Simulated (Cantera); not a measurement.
A closed system holds: 1 mol SO2, 4.1 mol H2O, 0.93 mol O2, held at 2625 K and 15000 Torr.

Method: chemical equilibrium by Gibbs-energy minimisation in Cantera with the NASA 1993 tables (ideal gas, pure condensed phases). Candidate condensed phases: H2O, H2SO4, S; 19 gas species. Equilibrium is a limit: real reactors are often held back by kinetics, nucleation or transport.

Base state: H2O 0.657, SO2 0.163, O2 0.148, OH 0.0233, H2 0.00404, O 0.00224, SO 0.00105, H 0.000604 (mole fractions); condensed: gas only.

Task: What changes in the equilibrium state with this change: temperature from 2625 K to 725 K?

Result: 
```
species    before     after
-------  --------  --------
H2O         0.657     0.698
H2SO4     5.70e-8     0.169
O2          0.148    0.0910
SO2         0.163  0.000198
OH         0.0233     <1e-9
SO3      0.000420    0.0425
H2        0.00404     <1e-9
O         0.00224     <1e-9
SO        0.00105     <1e-9
H        0.000604     <1e-9
```
